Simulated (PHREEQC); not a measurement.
Solution (25 °C): 0.047 mol TMAH, 7.4e-07 mol H4SiO4 and 3.5e-05 mol (CH3)4NCl per kg of water. Closed to the air; pH follows from the charge balance.

Equilibrium calculation in PHREEQC: ion-association model, phreeqc.dat.

This is a speciation only: nothing precipitates in the calculation.

Order these Si species by the share of Si that they hold, largest first: H4SiO4, H3SiO4-, H2SiO4-2.

H3SiO4- (69 %), H2SiO4-2 (31 %), H4SiO4 (0.10 %)

The pH is 12.58 and the ionic strength 0.0470 mol/kgw. Species that the database lacks are ignored. (CH3)4N+ isn't in the database: it is added as a free cation with an ion size of 4 Å.
